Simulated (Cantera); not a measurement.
An isothermal, constant-pressure homogeneous reactor starts with CH2O : O2 : N2 = 0.022 : 0.0086 : 1 (molar parts), equivalence ratio 2.6, at 1398 K and 101000 Pa.

Computed with Cantera and GRI-Mech 3.0 (53 species, 325 reactions).

x: mole fraction; the columns are a selection and need not sum to one.

```csv
t (s),x CH2O,x O2,x CO2,x CH2,x CH4,x OH
3.00e-5,0.0213,0.00834,3.47e-10,1.04e-12,2.65e-12,4.78e-8
0.000107,0.0205,0.00815,3.44e-7,2.52e-10,1.69e-9,1.24e-6
0.000382,0.00125,?,0.000258,6.96e-10,2.02e-7,1.30e-5
0.00136,5.50e-10,?,0.00574,<1e-12,1.35e-11,9.40e-5
0.00486,2.73e-10,?,0.00643,<1e-12,9.88e-12,2.14e-5
0.0173,1.37e-10,?,0.00639,<1e-12,6.25e-12,5.60e-6
0.0618,9.20e-11,?,0.00635,<1e-12,4.91e-12,1.51e-6
0.220,7.89e-11,3.57e-10,0.00634,<1e-12,4.62e-12,4.08e-7
0.786,7.53e-11,2.72e-11,0.00633,<1e-12,4.59e-12,1.13e-7
2.80,7.43e-11,2.46e-12,0.00633,<1e-12,4.62e-12,3.43e-8
10.0,7.40e-11,<1e-12,0.00633,<1e-12,4.74e-12,1.31e-8
```

Question: Some entries are withheld; supply them.

Answer: 
- 0.000382, x O2: 0.00526
- 0.00136, x O2: 2.64e-5
- 0.00486, x O2: 1.02e-6
- 0.0173, x O2: 6.76e-8
- 0.0618, x O2: 4.88e-9
